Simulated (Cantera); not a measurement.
An adiabatic, constant-volume homogeneous reactor starts with CH₄ : H₂ : O₂ : N₂ = 1 : 0.6 : 2.7 : 12.5 (molar parts), equivalence ratio 0.85, at 1400 K and 0.928 atm.

Cantera simulation using GRI-Mech 3.0 (53 species, 325 reactions); the numbers are that mechanism's predictions, not measurements.

Task: Predict: time of steepest temperature rise; temperature at 0.700 s; equilibrium temperature; x(H₂) at 0.700 s; x(O₂) at 0.700 s; x(H) at 0.700 s; x(NO) at 0.700 s.

Result: 
| Item | Value |
|---|---|
| time of steepest temperature rise | 0.423 ms |
| temperature at 0.700 s | 2745 K |
| equilibrium temperature | 2745 K |
| x(H₂) at 0.700 s | 0.0103 (gas-phase equilibrium 0.0103) |
| x(O₂) at 0.700 s | 0.0274 (gas-phase equilibrium 0.0274) |
| x(H) at 0.700 s | 0.00504 (gas-phase equilibrium 0.00504) |
| x(NO) at 0.700 s | 0.0119 (gas-phase equilibrium 0.0119) |
